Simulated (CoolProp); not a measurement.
Vapour pressure (kPa) of neopentane: the reference equation beside estimates from Tc = 160.6 °C, pc = 3196 kPa, ω = 0.196.

Computed with CoolProp (reference Helmholtz-energy equation of state, Lemmon 2006). It is a short technical equation, of lower accuracy than the large ones.

```csv
T (°C),reference,Redlich-Kwong,Soave-Redlich-Kwong,Peng-Robinson
2.65,78.56,117.4,78.32,79.12
11.15,107.5,156.4,107.2,107.8
19.55,143.5,203.6,143.3,143.5
28.05,188.8,261.2,188.7,188.3
36.55,244.2,329.7,244.3,243.1
45.05,311.0,410.2,311.7,309.4
53.55,390.7,503.8,392.1,388.5
62.05,484.7,611.5,487.1,482.0
70.55,594.5,734.3,598.4,591.5
79.05,721.5,873.1,727.3,718.5
87.55,867.4,1029,875.7,864.9
96.05,1034,1203,1045,1032
104.55,1223,1395,1237,1223
113.05,1436,1608,1454,1438
121.55,1675,1841,1696,1680
```

Absolute difference from the reference over all 15 rows, mean and median: Redlich-Kwong 27.5 and 26.2 %, Soave-Redlich-Kwong 0.6 and 0.5 %, Peng-Robinson 0.3 and 0.3 %.
